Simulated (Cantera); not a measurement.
Input: 1 mol C₂F₆, 0.024 mol HCl, 0.24 mol H₂, equilibrated at 3000 °C and 75.0 Torr.

These are equilibrium values from Cantera (NASA tables, ideal gas, pure condensed phases), not measurements of a reactor. Candidate condensed phases: C, C₆H₆, C₇H₈, C₈H₁₈; 118 gas species. The feed counts by its element totals alone. Kinetics and transport are ignored.

### Question
What is the equilibrium state?

### Answer
| Property | Value |
|---|---|
| x(F) | 0.662 |
| x(CF) | 0.123 |
| x(HF) | 0.0840 |
| x(CF₂) | 0.0740 |
| x(C₃) | 0.0397 |
| x(C) | 0.00526 |
| x(C₂) | 0.00442 |
| x(Cl) | 0.00406 |
| x(H) | 0.00144 |
| gas amount | 5.894 mol |
| log10 activity of C(graphite) (absent) | -0.02 |
